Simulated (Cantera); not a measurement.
Charge: 1 mol NH₃, 0.098 mol SO₂, equilibrated at 3225 K and 10.0 mbar.

These are equilibrium values from Cantera (NASA tables, ideal gas, pure condensed phases), not measurements of a reactor. Candidate condensed phases: H₂O, H₂SO₄, S; 35 gas species. Kinetics and transport are ignored.

Base state: H 0.721, N₂ 0.140, H₂ 0.0576, O 0.0445, S 0.0253, OH 0.00595, SO 0.00171, H₂O 0.00122 (mole fractions); condensed: gas only.

What changes in the equilibrium state with this change: SO₂ from 0.098 to 0.0039 mol?


```csv
species,before,after
H,0.721,0.777
N₂,0.140,0.152
H₂,0.0576,0.0669
O,0.0445,0.00197
S,0.0253,0.00116
SO₂,2.25e-5,2.01e-9
O₂,0.000367,7.19e-7
SO,0.00171,3.45e-6
```
